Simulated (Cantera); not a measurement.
A Cantera script and its output.

```python
import numpy as np
import cantera as ct

gas = ct.Solution("gri30.yaml")
gas.TPX = 1175, 1800000, {'C3H8': 1, 'O2': 9.26, 'N2': 34.8}
reactor = ct.IdealGasConstPressureReactor(gas, energy="on", clone=False)
net = ct.ReactorNet([reactor])
net.rtol, net.atol = 1e-08, 1e-16
show = ['C3H8', 'O2', 'O', 'NO2', 'H2O', 'CH4']
times = np.geomspace(3e-06, 0.4, 15)

steps = ct.SolutionArray(gas, extra=["t"])
rows = []
print(f"{'t/s':>10s}{'T/K':>9s}{'P/Pa':>11s}" + "".join(f"{s:>11s}" for s in show))
for t in times:
    while net.time < t:
        t_next = net.step()
        steps.append(gas.state, t=t_next)
    rows.append([np.interp(t, steps.t, y) for y in (steps.T, steps.P, *steps(*show).X.T)])
    print(f"{t:10.3e}{rows[-1][0]:9.1f}{rows[-1][1]:11.4g}" + "".join(f"{x:11.3e}" for x in rows[-1][2:]))
rate = np.gradient(steps.T, steps.t)
print("integrator steps:", len(steps.t))
if steps.T.max() > steps.T[0] + 200:
    print(f"time of steepest temperature rise: {steps.t[rate.argmax()]:.4e} s")
gas.TPX = 1175, 1800000, {'C3H8': 1, 'O2': 9.26, 'N2': 34.8}
gas.equilibrate("HP")
print(f"equilibrium (HP): T = {gas.T:.1f} K  " + "  ".join(f"{s} {gas[s].X[0]:.3e}" for s in show))
```

Output:

```
       t/s      T/K       P/Pa       C3H8         O2          O        NO2        H2O        CH4
 3.000e-06   1175.0    1.8e+06  2.219e-02  2.055e-01  4.594e-11  2.284e-24  9.819e-09  1.107e-08
 6.969e-06   1175.0    1.8e+06  2.219e-02  2.055e-01  9.621e-11  5.306e-23  5.502e-08  6.186e-08
 1.619e-05   1175.0    1.8e+06  2.219e-02  2.055e-01  2.433e-10  1.427e-21  3.710e-07  3.561e-07
 3.761e-05   1175.0    1.8e+06  2.218e-02  2.055e-01  7.091e-10  5.001e-20  2.918e-06  2.171e-06
 8.738e-05   1175.0    1.8e+06  2.215e-02  2.055e-01  1.520e-09  1.783e-18  1.972e-05  1.213e-05
 2.030e-04   1175.1    1.8e+06  2.203e-02  2.054e-01  1.894e-09  3.051e-17  7.951e-05  4.507e-05
 4.715e-04   1175.7    1.8e+06  2.167e-02  2.052e-01  2.759e-09  3.949e-16  2.715e-04  1.372e-04
 1.095e-03   1180.3    1.8e+06  1.989e-02  2.037e-01  1.207e-08  1.435e-14  1.475e-03  5.175e-04
 2.545e-03   2315.8    1.8e+06  3.228e-49  9.157e-02  3.903e-04  1.797e-06  8.514e-02  4.524e-20
 5.912e-03   2312.3    1.8e+06 -2.960e-49  9.076e-02  3.809e-04  6.793e-06  8.516e-02  4.564e-20
 1.373e-02   2306.3    1.8e+06  9.291e-54  8.934e-02  3.651e-04  1.552e-05  8.521e-02  4.192e-20
 3.191e-02   2299.6    1.8e+06  7.088e-54  8.775e-02  3.479e-04  2.531e-05  8.526e-02  3.799e-20
 7.412e-02   2296.5    1.8e+06  6.275e-54  8.704e-02  3.404e-04  2.968e-05  8.528e-02  3.633e-20
 1.722e-01   2296.3    1.8e+06  6.216e-54  8.698e-02  3.398e-04  3.001e-05  8.528e-02  3.621e-20
 4.000e-01   2296.3    1.8e+06  6.216e-54  8.698e-02  3.398e-04  3.001e-05  8.528e-02  3.621e-20
integrator steps: 2189
time of steepest temperature rise: 1.4796e-03 s
equilibrium (HP): T = 2296.3 K  C3H8 1.164e-53  O2 8.698e-02  O 3.398e-04  NO2 3.001e-05  H2O 8.528e-02  CH4 5.427e-20
```

Model: GRI-Mech 3.0 (53 species, 325 reactions), integrated in Cantera. GRI-Mech 3.0 was tuned for natural gas; its chemistry of propane as a main component is partial and can be far from experiment. The pressure lies above the range GRI-Mech 3.0 was tuned for (to about 10 atm).
